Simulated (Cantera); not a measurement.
A perfectly stirred reactor is fed with 3.91 % C₃H₈, 17.8 % O₂, 78.3 % N₂, equivalence ratio 1.1, at 12.0 bar; it is adiabatic with a 550 K inlet, and is followed from long to short residence time, starting on the burning branch (τ in s: 0.028, 0.015, 0.0075, 0.0039, 0.002, 0.001, 0.00054, 0.00028, 0.00014, 7.4e-05, 3.8e-05, 2e-05, 1e-05).

Cantera simulation using GRI-Mech 3.0 (53 species, 325 reactions); the numbers are that mechanism's predictions, not measurements. GRI-Mech 3.0 was tuned for natural gas; its chemistry of propane as a main component is partial and can be far from experiment. The pressure lies above the range GRI-Mech 3.0 was tuned for (to about 10 atm).

Problem. Predict: blow-out, bracketed by the residence times tried; x(C₃H₈) at τ = 28.0 ms; x(O₂) at τ = 28.0 ms; x(CO₂) at τ = 28.0 ms; x(NO) at τ = 28.0 ms; x(N₂O) at τ = 28.0 ms; x(C₃H₈) at τ = 0.540 ms; x(O₂) at τ = 0.540 ms; x(CO₂) at τ = 0.540 ms; x(NO) at τ = 0.540 ms; x(N₂O) at τ = 0.540 ms.

Solution. 
```json
{
  "blow_out_bracketed_by_the_residence_times_tried": "burning at 20.0 µs, out at 10.0 µs",
  "x(C₃H₈) at τ = 28.0 ms": "1.26e-7",
  "x(O₂) at τ = 28.0 ms": "0.000290",
  "x(CO₂) at τ = 28.0 ms": "0.0843",
  "x(NO) at τ = 28.0 ms": "0.000393",
  "x(N₂O) at τ = 28.0 ms": "1.02e-7",
  "x(C₃H₈) at τ = 0.540 ms": "3.80e-6",
  "x(O₂) at τ = 0.540 ms": "0.00272",
  "x(CO₂) at τ = 0.540 ms": "0.0800",
  "x(NO) at τ = 0.540 ms": "0.000408",
  "x(N₂O) at τ = 0.540 ms": "3.37e-7"
}
```
